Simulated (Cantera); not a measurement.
## Thermodynamics of halide evaporation, hydrolysis and transport, feed NaCl + HF + N2

Feed: 1 mol NaCl, 0.59 mol HF, 5.1 mol N2, equilibrated at 0.00133 bar.

Cantera equilibrium calculation (NASA polynomials, part measured and part estimated; ideal gas, pure solids and liquids). Candidate condensed phases: NH4Cl, Na, NaCl, NaF; 33 gas species. Rates play no part.

```
T (°C)  log p N2  log p NaCl  log p HF  log p NaF  log p HCl  log p Cl
------  --------  ----------  --------  ---------  ---------  --------
1025       -2.99       -3.72     -3.95      -5.25      -5.25     -7.38
1075       -2.99       -3.72     -3.95      -5.20      -5.20     -7.12
1125       -2.99       -3.72     -3.96      -5.15      -5.15     -6.87
1175       -2.99       -3.72     -3.96      -5.10      -5.11     -6.63
1225       -2.99       -3.72     -3.96      -5.06      -5.07     -6.41
1275       -2.99       -3.72     -3.97      -5.02      -5.03     -6.20
1325       -2.99       -3.73     -3.97      -4.99      -5.00     -6.00
1375       -2.99       -3.73     -3.97      -4.95      -4.97     -5.81
1425       -2.99       -3.73     -3.98      -4.92      -4.94     -5.63
1475       -2.99       -3.74     -3.98      -4.89      -4.92     -5.46
1525       -2.99       -3.74     -3.99      -4.86      -4.90     -5.29
1575       -3.00       -3.75     -3.99      -4.83      -4.88     -5.14
1625       -3.00       -3.76     -4.00      -4.81      -4.86     -4.99
1675       -3.00       -3.77     -4.00      -4.78      -4.85     -4.85
```
log p: log10 of the partial pressure in bar; nothing condenses.

From 1025 °C to 1675 °C nothing is condensed. The main Na-bearing gas is NaCl throughout.
